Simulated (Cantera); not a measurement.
# Equilibrium for fluorocarbon and chlorocarbon gases: CHF3 + HCl + H2 + F2

A closed system holds: 1 mol CHF3, 0.24 mol HCl, a varied amount of H2, 0.031 mol F2, held at 3273 K and 0.00133 bar.

Equilibrium computed with Cantera from the NASA thermochemical tables; the gas is ideal and each condensed phase is pure. Candidate condensed phases: C, C6H6, C7H8, C8H18; 118 gas species. Equilibrium is a limit: real reactors are often held back by kinetics, nucleation or transport.

```
n(H2) (mol)  log p H  log p F  log p HF  log p C  log p Cl  log p C3  log p C2  log p CF
-----------  -------  -------  --------  -------  --------  --------  --------  --------
1.2            -3.27    -3.39     -3.71    -4.03     -4.32     -4.66     -4.86     -4.87
1.7            -3.20    -3.46     -3.72    -4.06     -4.37     -4.74     -4.92     -4.97
2.4            -3.14    -3.56     -3.75    -4.10     -4.44     -4.86     -4.99     -5.11
3.4            -3.08    -3.66     -3.80    -4.15     -4.53     -5.00     -5.09     -5.26
4.8            -3.03    -3.78     -3.87    -4.21     -4.63     -5.18     -5.21     -5.44
6.6            -3.00    -3.90     -3.95    -4.27     -4.73     -5.38     -5.34     -5.62
9.3            -2.97    -4.03     -4.05    -4.35     -4.85     -5.62     -5.50     -5.84
13             -2.95    -4.17     -4.16    -4.45     -4.97     -5.90     -5.69     -6.06
18             -2.93    -4.30     -4.28    -4.55     -5.10     -6.20     -5.89     -6.29
```
log p: log10 of the partial pressure in bar; nothing condenses.

From 1.2 mol H2 to 18 mol H2 nothing is condensed. The main C-bearing gas is C throughout.
